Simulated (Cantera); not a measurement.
Charge: 1 mol CH3SiH3, 0.28 mol C2H2, 3.7 mol H2, equilibrated at 1375 °C and 0.0170 bar.

Method: chemical equilibrium by Gibbs-energy minimisation in Cantera with the NASA 1993 tables (ideal gas, pure condensed phases). Candidate condensed phases: C, C6H6, C7H8, C8H18, Si, SiC; 87 gas species. The feed counts by its element totals alone. Kinetics and transport are ignored.

Base state: H2 0.999, H 0.000684, C2H2 (acetylene) 4.48e-5, CH4 2.27e-5 (mole fractions); condensed: C(graphite) + SiC(s).

### Question
What changes in the equilibrium state with this change: temperature from 1375 °C to 1950 °C?

### Answer
| species | before | after |
|---|---|---|
| H2 | 0.999 | 0.946 |
| H | 0.000684 | 0.0478 |
| Si | 1.88e-7 | 0.00312 |
| SiC2 | 1.03e-9 | 0.000327 |
| Si2C | <1e-9 | 0.000198 |
| SiH | 4.49e-8 | 0.000167 |
| SiH2 | 1.05e-7 | 3.61e-5 |
| C2H2 (acetylene) | 4.48e-5 | 0.00275 |
| C(graphite), mol | 0.559 | 0.543 |
| SiC(s), mol | 1.000 | 0.971 |
Gases not in the tables: Si2H6 and higher silanes.

### Question
What changes in the equilibrium state with this change: 1.7 mol N2 added?

### Answer
```
species            before    after
----------------  -------  -------
H2                  0.999    0.803
N2                      0    0.195
HCN                     0  0.00108
HNC                     0  2.83e-5
CH4               2.27e-5  1.47e-5
C2H2 (acetylene)  4.48e-5  3.60e-5
C(graphite), mol    0.559    0.550
SiC(s), mol         1.000    1.000
```
Further candidate phases: Si3N4.
